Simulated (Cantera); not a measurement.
A closed system holds: 1 mol SiC, 0.01 mol N2O, 5.5 mol N2, equilibrated at 0.00530 bar.

Equilibrium computed with Cantera from the NASA thermochemical tables; the gas is ideal and each condensed phase is pure. Candidate condensed phases: C, Si, SiC, SiO2, Si2N2O, Si3N4; 34 gas species. Mutual solubility and eutectic melting of coexisting phases are not modelled. Kinetics and transport are ignored.

**Question.** Which condensed phases are stable at each of these points (T (°C)): 775, 825, 875, 925, 975, 1025, 1075, 1125, 1175, 1225, 1275, 1325?

**Answer.** 
| T (°C) | condensed phases | Si condensed (%) |
|---|---|---|
| 775 | C(graphite) + Si2N2O(s) + Si3N4(s) | 100.0 |
| 825 | C(graphite) + Si2N2O(s) + Si3N4(s) | 100.0 |
| 875 | C(graphite) + Si2N2O(s) + Si3N4(s) | 100.0 |
| 925 | C(graphite) + Si2N2O(s) + Si3N4(s) | 100.0 |
| 975 | C(graphite) + Si2N2O(s) + Si3N4(s) | 100.0 |
| 1025 | C(graphite) + Si2N2O(s) + Si3N4(s) | 100.0 |
| 1075 | C(graphite) + SiC(s) + Si2N2O(s) | 100.0 |
| 1125 | SiC(s) + Si2N2O(s) | 100.0 |
| 1175 | SiC(s) + Si2N2O(s) | 100.0 |
| 1225 | SiC(s) + Si2N2O(s) | 100.0 |
| 1275 | SiC(s) + Si2N2O(s) | 99.9 |
| 1325 | SiC(s) + Si2N2O(s) + Si3N4(s) | 99.7 |

From 775 °C to 1025 °C the condensed part is C(graphite) + Si2N2O(s) + Si3N4(s). At 1075 °C the condensed part is C(graphite) + SiC(s) + Si2N2O(s). From 1125 °C to 1275 °C the condensed part is SiC(s) + Si2N2O(s). At 1325 °C the condensed part is SiC(s) + Si2N2O(s) + Si3N4(s).
